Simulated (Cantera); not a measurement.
Input: 1 mol CuO, 2.3 mol C, 0.3 mol CO, at 29.0 mbar.

Cantera equilibrium calculation (NASA polynomials, part measured and part estimated; ideal gas, pure solids and liquids). Candidate condensed phases: C, Cu, CuO, Cu2O; 15 gas species. Rates play no part.

Task: What share of the Cu ends up in condensed phases as a function of T (K), at 1650, 1750, 1850, 1950, 2050, 2150, 2250?

Result: 
| T (K) | Cu condensed (%) | as |
|---|---|---|
| 1650 | 99.6 | Cu(l) |
| 1750 | 98.6 | Cu(l) |
| 1850 | 95.6 | Cu(l) |
| 1950 | 86.7 | Cu(l) |
| 2050 | 59.9 | Cu(l) |
| 2150 | 0.0 | - |
| 2250 | 0.0 | - |
